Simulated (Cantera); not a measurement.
An isothermal, constant-pressure homogeneous reactor starts with H2 : O2 : H2O = 0.38 : 1 : 0.008 (molar parts), equivalence ratio 0.19, at 1275 K and 0.00365 atm.

Computed with Cantera and the H2/O2 subset of GRI-Mech 3.0, which has no nitrogen chemistry. Radical loss at walls, strong at low pressure, is not modelled. The temperature is held fixed by assumption; the heat of reaction is taken as removed at once.

x: mole fraction; the columns are a selection and need not sum to one.

```csv
t (s),x H2,x O2,x H,x O,x H2O
8.00e-5,0.274,0.720,1.41e-8,3.08e-9,0.00576
0.000266,0.274,0.720,7.10e-8,3.00e-8,0.00576
0.000886,0.274,0.720,2.89e-6,1.43e-6,0.00577
0.00295,0.101,0.628,0.0794,0.0439,0.129
0.00981,[?],0.572,[?],[?],0.208
0.0326,0.0150,0.586,0.0824,0.0782,0.224
0.109,0.0104,0.621,0.0418,0.0489,0.266
0.361,0.00257,0.664,0.00446,0.0109,0.312
1.20,[?],0.675,[?],[?],0.322
4.00,2.21e-5,0.676,3.49e-6,9.28e-5,0.323
```

Task: Fill in the missing entries.

Result: 
- 0.00981, x H2: 0.0162
- 0.00981, x H: 0.0991
- 0.00981, x O: 0.0893
- 1.20, x H2: 0.000209
- 1.20, x H: 0.000101
- 1.20, x O: 0.000878
